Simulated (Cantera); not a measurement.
Input: 1 mol CuO, 0.38 mol C, 0.13 mol CO, held at 2148 K and 1.20 mbar.

Equilibrium computed with Cantera from the NASA thermochemical tables; the gas is ideal and each condensed phase is pure. Rates play no part.

| species | before | after |
|---|---|---|
| CO | 0.0951 | 0.531 |
| Cu | 0.603 | 0.469 |
| Cu2 | 0.000186 | 0.000113 |
| CO2 | 0.213 | 4.49e-9 |
| O2 | 0.0730 | <1e-9 |
| O | 0.0150 | <1e-9 |
| CuO | 0.000528 | <1e-9 |
| C(graphite), mol | 0 | 0.200 |
Gas species are given as mole fractions.

### Question
What was changed between the two runs?
(A) temperature from 2148 K to 2273 K
(B) temperature from 2148 K to 1773 K
(C) C from 0.38 to 1.2 mol
(D) C from 0.38 to 0.51 mol

### Answer
C, C from 0.38 to 1.2 mol
